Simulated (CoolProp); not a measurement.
The numbers come from the reference Helmholtz-energy equation of state, Thol 2021 in CoolProp.

Q: For chlorine, give the phase and the cv (kJ/(kg K)), isothermal compressibility (1/MPa) at 351 K and 10 MPa; 351 K and 16 MPa.

A: 
- 351 K and 10 MPa: liquid; cv 0.480, isothermal compressibility 0.00399
- 351 K and 16 MPa: liquid; cv 0.477, isothermal compressibility 0.00323
